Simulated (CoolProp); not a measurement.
Model: reference Helmholtz-energy equation of state, Gao 2022, in CoolProp.

### Question
Give the vapour pressure (MPa), vapour density (kg/m³), liquid cp (kJ/(kg K)) of saturated n-perfluorobutane at 286.7 K.

### Answer
| T (K) | p (MPa) | vapour density (kg/m³) | liquid cp (kJ/(kg K)) |
|---|---|---|---|
| 286.7 | 0.182 | 19.6 | 1.13 |
